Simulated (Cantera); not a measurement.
An adiabatic, constant-pressure homogeneous reactor starts with CH₄ : C₂H₆ : O₂ : N₂ = 1 : 0.043 : 2.15 : 8.09 (molar parts), equivalence ratio 1.0, at 1148 K and 100000 Pa.

Computed with Cantera and GRI-Mech 3.0 (53 species, 325 reactions).

Problem. Predict: time of steepest temperature rise; temperature at 0.100 s; equilibrium temperature; x(O₂) at 0.100 s; x(CO₂) at 0.100 s; x(H₂O) at 0.100 s.

Solution. 
```json
{
 "time_of_steepest_temperature_rise": "30.3 ms",
 "temperature at 0.100 s": "2602 K",
 "equilibrium_temperature": "2602 K",
 "x(O₂) at 0.100 s": "0.0150 (gas-phase equilibrium 0.0150)",
 "x(CO₂) at 0.100 s": "0.0618 (gas-phase equilibrium 0.0618)",
 "x(H₂O) at 0.100 s": "0.161 (gas-phase equilibrium 0.161)"
}
```
